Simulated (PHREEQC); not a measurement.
A solution holds 33 mmol/kgw NH3, 14 mmol/kgw Na2SiO3 and 29 mmol/kgw K3PO4, at 25 °C. Closed to the air; pH follows from the charge balance.

Equilibrium calculation in PHREEQC: ion-association model, phreeqc.dat.

This is a speciation only: nothing precipitates in the calculation.

Task: Order these P species by the share of P that they hold, largest first: NaHPO4-, KHPO4-, HPO4-2, PO4-3.

Result: PO4-3 (76 %), HPO4-2 (23 %), KHPO4- (1.1 %), NaHPO4- (0.37 %)

Task: Order these Si species by the share of Si that they hold, largest first: H2SiO4-2, H4SiO4, H3SiO4-.

Result: H3SiO4- (83 %), H2SiO4-2 (17 %), H4SiO4 (0.29 %)

The pH is 12.12 and the ionic strength 0.190 mol/kgw.
